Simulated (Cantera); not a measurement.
A closed system holds: 1 mol HgO, 6 mol H₂, held at 352 °C.

Cantera equilibrium calculation (NASA polynomials, part measured and part estimated; ideal gas, pure solids and liquids). Candidate condensed phases: H₂O, Hg, HgO; 10 gas species. Rates play no part.

Q: Which condensed phases are stable at each of these points (P (Pa)): 10, 42, 180, 750, 3200, 13000, 56000, 240000, 1000000?

A: 
| P (Pa) | condensed phases | Hg condensed (%) |
|---|---|---|
| 10 | gas only | 0.0 |
| 42 | gas only | 0.0 |
| 180 | gas only | 0.0 |
| 750 | gas only | 0.0 |
| 3200 | gas only | 0.0 |
| 13000 | gas only | 0.0 |
| 56000 | gas only | 0.0 |
| 240000 | gas only | 0.0 |
| 1000000 | Hg(l) | 39.5 |

From 0.0750 Torr to 1800 Torr nothing is condensed. At 7500 Torr the condensed part is Hg(l).
